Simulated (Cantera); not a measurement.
A perfectly stirred reactor is fed with CH₄ : N₂ = 1 : 27 (molar parts), at 7500 Pa; it is held at 1400 K, and followed from long to short residence time.

Model: GRI-Mech 3.0 (53 species, 325 reactions), integrated in Cantera. GRI-Mech 3.0 stops at C3 and has no aromatics, soot or wall deposition, so with more carbon than oxygen in the feed, carbon stays in small species such as C2H2 where larger ones or solid carbon would form.

### Question
What does this change do: N2 27 to 16 parts?

### Answer
| quantity | before | after |
|---|---|---|
| x(CH₄) at τ = 12.0 s | 0.0284 | 0.0470 |
| x(C₂H₄) at τ = 12.0 s | 0.000213 | 0.000311 |
| x(H₂) at τ = 12.0 s | 0.0103 | 0.0164 |
| x(CH₂) at τ = 12.0 s | 1.38e-9 | 1.29e-9 |
| x(CH₃) at τ = 12.0 s | 3.35e-5 | 4.15e-5 |
| x(CH₄) at τ = 57.0 ms | 0.0357 | 0.0588 |
| x(C₂H₄) at τ = 57.0 ms | 9.83e-7 | 2.41e-6 |
| x(H₂) at τ = 57.0 ms | 7.64e-6 | 1.46e-5 |
| x(CH₂) at τ = 57.0 ms | 8.76e-11 | 1.30e-10 |
| x(CH₃) at τ = 57.0 ms | 9.32e-6 | 1.46e-5 |

### Question
What does this change do: N2 27 to 14 parts?

### Answer
| quantity | before | after |
|---|---|---|
| x(CH₄) at τ = 12.0 s | 0.0284 | 0.0533 |
| x(C₂H₄) at τ = 12.0 s | 0.000213 | 0.000342 |
| x(H₂) at τ = 12.0 s | 0.0103 | 0.0184 |
| x(CH₂) at τ = 12.0 s | 1.38e-9 | 1.27e-9 |
| x(CH₃) at τ = 12.0 s | 3.35e-5 | 4.38e-5 |
| x(CH₄) at τ = 57.0 ms | 0.0357 | 0.0666 |
| x(C₂H₄) at τ = 57.0 ms | 9.83e-7 | 3.01e-6 |
| x(H₂) at τ = 57.0 ms | 7.64e-6 | 1.73e-5 |
| x(CH₂) at τ = 57.0 ms | 8.76e-11 | 1.43e-10 |
| x(CH₃) at τ = 57.0 ms | 9.32e-6 | 1.63e-5 |
